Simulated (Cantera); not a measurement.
What does this Cantera script print?

```python
import numpy as np
import cantera as ct

gas_names = """
    CL CL2 H HCL H2 Si SiCL SiCL2 SiCL3 SiCL4 SiH SiHCL3 SiH2 SiH2CL2 SiH3 SiH3CL SiH4 Si2 Si3
""".split()
cond_names = """
    Si(cr) Si(L)
""".split()


# ... load() reads the species with a 1 bar reference pressure and builds the phases ...
atoms = {
    'SiCl4': {'Si': 1, 'CL': 4},
    'Cl2': {'CL': 2},
    'H2': {'H': 2},
}
top_T = {}  # K; cautious upper limits of use, not melting points


# ... equilibrate(T, P, feed) seeds the gas with the atoms and calls Mixture.equilibrate('TP', solver="vcs", rtol=1e-11, max_steps=5000) ...
results = []
feed = {'SiCl4': 1, 'Cl2': 0.58, 'H2': 0.5}  # mol
T = 1448  # K
P = 100000  # Pa
mix = equilibrate(T, P, feed)
results.append((T, P, feed, dict(zip(mix.species_names, mix.species_moles))))
print(gas.report(threshold=1e-05))
for i in range(1, mix.n_phases):
    print(f"{mix.phase(i).name:16s} {mix.phase_moles(i):12.5e} mol")
```

It prints:

```
       temperature   1448 K
          pressure   1e+05 Pa
           density   0.84343 kg/m^3
  mean mol. weight   101.54 kg/kmol
   phase of matter   gas

                          1 kg             1 kmol
                     ---------------   ---------------
          enthalpy       -2.8053e+06       -2.8486e+08  J
   internal energy       -2.9238e+06        -2.969e+08  J
           entropy              3609        3.6647e+05  J/K
    Gibbs function        -8.031e+06        -8.155e+08  J
 heat capacity c_p            678.63             68910  J/K
 heat capacity c_v            596.75             60595  J/K

                      mass frac. Y      mole frac. X     chem. pot. / RT
                     ---------------   ---------------   ---------------
                CL         0.0026388         0.0075586             -16.8
               CL2          0.024127          0.034555           -33.601
               HCL           0.17196           0.47894           -33.701
             SiCL3         4.864e-05        3.6739e-05           -88.239
             SiCL4           0.80123           0.47891           -105.04
     [  +14 minor]        4.0474e-08        2.6058e-07

Si(cr)            0.00000e+00 mol
```

These are equilibrium values from Cantera (NASA tables, ideal gas, pure condensed phases), not measurements of a reactor. The tables' values for SiCl3 are old estimates; treat these amounts as uncertain.
